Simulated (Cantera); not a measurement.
Feed: 1 mol C2H5OH, 0.014 mol O2, 18 mol N2, 0.067 mol H2O, at 2550 K.

Cantera equilibrium calculation (NASA polynomials, part measured and part estimated; ideal gas, pure solids and liquids). Candidate condensed phases: C, C6H6, C7H8, C8H18, H2O; 136 gas species. Rates play no part.

Question: At 1.00 bar, list the 7 most abundant gas species with their mole fractions, and the condensed phases.

Answer: N2 0.794, H2 0.117, CO 0.0491, HCN 0.0244, H 0.0107, HNC 0.00302, C2H2 (acetylene) 0.00156. Condensed: C(graphite).
